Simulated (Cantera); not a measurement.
Charge: 1 mol borazine, 5.3 mol N2, 0.33 mol NH3, held at 800 K and 38.0 mbar.

Cantera equilibrium calculation (NASA polynomials, part measured and part estimated; ideal gas, pure solids and liquids). Candidate condensed phases: B, BN; 15 gas species. The feed counts by its element totals alone. Kinetics and transport are ignored.

### Question
What is the equilibrium state?

### Answer
x(N2): 0.610
x(H2): 0.390
x(NH3): 2.16e-5
n(BN(s)): 3.00 mol
gas amount: 8.960 mol
log10 activity of B(s) (absent): -10.96
